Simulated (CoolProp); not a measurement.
Normal hydrogen at 269.02 K and 0.104 MPa flows at 5.1 m/s in a round tube of 100 mm bore and 15 µm roughness, fully developed (64/Re and Nu = 3.66 if laminar; Colebrook and Gnielinski if turbulent). Each further row changes one setting.

Values from CoolProp's reference Helmholtz-energy equation of state, Leachman 2009.

| case | Reynolds number | Darcy friction factor | pressure drop (Pa/m) | heat-transfer coefficient (W/(m² K)) | mass flow (kg/h) |
|---|---|---|---|---|---|
| as stated | 5760 | 0.0361 | ___ | 31.2 | 13.5 |
| velocity 10.2 m/s | 11500 | 0.0300 | ___ | 56.1 | 27.0 |
| diameter 200 mm | 11500 | 0.0299 | 0.182 | ___ | 54.0 |

Q: Fill in the missing entries.

A: 
- as stated, pressure drop (Pa/m): 0.440
- velocity 10.2 m/s, pressure drop (Pa/m): 1.46
- diameter 200 mm, heat-transfer coefficient (W/(m² K)): 27.9

Viscosity comes from a separate model (Muzny 2013). Thermal conductivity comes from a separate model (Assael 2011).
